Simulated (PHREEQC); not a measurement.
A solution holds 0.031 mol/kgw Cu(NO3)2, 0.06 mol/kgw HCl and 3.7e-05 mol/kgw KCl, at 25 °C. Closed to the air; pH follows from the charge balance.

All values are PHREEQC results (ion-association model, phreeqc.dat), not measurements.

No solid was allowed to form.

Q: What pH does the model give?

A: pH 1.31.

Q: In which forms is Cl present?

A: Cl- 97 %, CuCl+ 2.7 % of the Cl.
